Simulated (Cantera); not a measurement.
A closed system holds: 1 mol AlN, 6.5 mol HCl, 13 mol H₂, held at 1098 K and 0.825 Torr.

Method: chemical equilibrium by Gibbs-energy minimisation in Cantera with the NASA 1993 tables (ideal gas, pure condensed phases). Candidate condensed phases: Al, AlCl₃, AlN, NH₄Cl; 20 gas species. The tables' values for AlCl₂ are old estimates; treat these amounts as uncertain. Equilibrium is a limit: real reactors are often held back by kinetics, nucleation or transport.

Base state: H₂ 0.744, HCl 0.180, AlCl₃ 0.0512, N₂ 0.0256, AlCl₂ 3.98e-5 (mole fractions); condensed: gas only.

### Question
What changes in the equilibrium state with this change: HCl from 6.5 to 2.5 mol?

### Answer
```csv
species,before,after
H₂,0.744,0.887
HCl,0.180,0.0651
AlCl₃,0.0512,0.0320
N₂,0.0256,0.0161
AlCl,1.95e-6,1.10e-5
AlCl₂,3.98e-5,7.49e-5
"AlN(s), mol",0,0.502
```

### Question
What changes in the equilibrium state with this change: temperature from 1098 K to 1673.15 K?

### Answer
```csv
species,before,after
H₂,0.744,0.673
HCl,0.180,0.250
AlCl,1.95e-6,0.0357
AlCl₃,0.0512,0.00629
N₂,0.0256,0.0246
Cl,1.39e-7,0.000818
H,6.43e-7,0.00282
AlCl₂,3.98e-5,0.00718
```
